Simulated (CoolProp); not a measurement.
Vapour-liquid equilibrium of n-octane (1) + n-dodecane (2) at 310.3 K; x and y are mole fractions of (1).

Model: multi-fluid Helmholtz-energy mixture model, Beckmüller 2019 and Lemmon 2004; pair parameters Bell 2016, in CoolProp.

```csv
x,"bubble pressure, mixture model (bar)","bubble pressure, Raoult's law (bar)","y, mixture model","y, Raoult's law"
0.05,0.002098,0.002243,0.788,0.802
0.15,0.005418,0.005792,0.926,0.931
0.25,0.008829,0.009341,0.960,0.962
0.35,0.01233,0.01289,0.975,0.976
0.45,0.01591,0.01644,0.984,0.984
0.55,0.01954,0.01999,0.989,0.989
0.65,0.02321,0.02354,0.993,0.993
0.75,0.02689,0.02709,0.996,0.996
0.85,0.03055,0.03064,0.998,0.998
0.95,0.03417,0.03419,0.999,0.999
```

The largest gap from Raoult's law is -6.5 % in bubble pressure, at x = 0.05. No azeotrope shows between x = 0.05 and 0.95.

Pair parameters are fitted to limited data, so mixtures are less certain than the pure fluids.
